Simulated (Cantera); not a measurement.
Input: 1 mol CaO, 13 mol Cl2, 21 mol N2, held at 26.3 Torr.

Method: chemical equilibrium by Gibbs-energy minimisation in Cantera with the NASA 1993 tables (ideal gas, pure condensed phases). Candidate condensed phases: Ca, CaCl2, CaO; 17 gas species. Condensed phases not in the tables: oxide chlorides. Equilibrium is a limit: real reactors are often held back by kinetics, nucleation or transport. All values below are at 1102 °C.

Base state: N2 0.601, Cl2 0.309, Cl 0.0694, O2 0.0142, CaCl2 0.00646, NO 0.000143, ClO 4.52e-5 (mole fractions); condensed: CaCl2(l).

Task: What changes in the equilibrium state with this change: pressure from 26.3 Torr to 12.8 Torr?

Result: 
| species | before | after |
|---|---|---|
| N2 | 0.601 | 0.588 |
| Cl2 | 0.309 | 0.288 |
| Cl | 0.0694 | 0.0962 |
| CaCl2 | 0.00646 | 0.0133 |
| O2 | 0.0142 | 0.0139 |
| ClO | 4.52e-5 | 4.32e-5 |
| NO | 0.000143 | 0.000140 |
| CaCl2(l), mol | 0.774 | 0.525 |
